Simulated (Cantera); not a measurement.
Cantera with NASA thermochemical tables; ideal gases at 1 bar, condensed phases pure. Values are per mole of reaction as written; species without (g) are pure solids or liquids, kept so even where they would boil at 1 bar.

2 NO(g) + 2 BN ⇌ 4 N(g) + B2O2(g)

```csv
T (K),ΔH° (kJ),ΔS° (J/K),ΔG° (kJ),log10 K
1025,1767.8,433.1,1323.9,-67.47
1125,1768.1,433.3,1280.6,-59.46
1225,(withheld),(withheld),(withheld),(withheld)
1325,1768.2,433.4,1193.9,-47.07
1425,1768.0,433.3,1150.6,-42.17
1525,(withheld),(withheld),(withheld),(withheld)
1625,1767.4,432.9,1063.9,-34.20
```

Fill in the missing entries.


- 1225, ΔH° (kJ): 1768.2
- 1225, ΔS° (J/K): 433.4
- 1225, ΔG° (kJ): 1237.2
- 1225, log10 K: -52.76
- 1525, ΔH° (kJ): 1767.8
- 1525, ΔS° (J/K): 433.1
- 1525, ΔG° (kJ): 1107.2
- 1525, log10 K: -37.92
